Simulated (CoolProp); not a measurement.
R507A at 293.15 K and 0.749 MPa is compressed adiabatically to 5.65 MPa with isentropic efficiency 0.6. Each further row changes one setting.

Values from CoolProp's reference Helmholtz-energy equation of state, Lemmon 2003. It is a pseudo-pure fit of the blend.

```csv
case,work (kJ/kg),final temperature (K),final density (kg/m³)
as stated,68.0,403.5,255
efficiency 1,40.8,387.3,307
efficiency 0.65,62.7,400.2,263
```
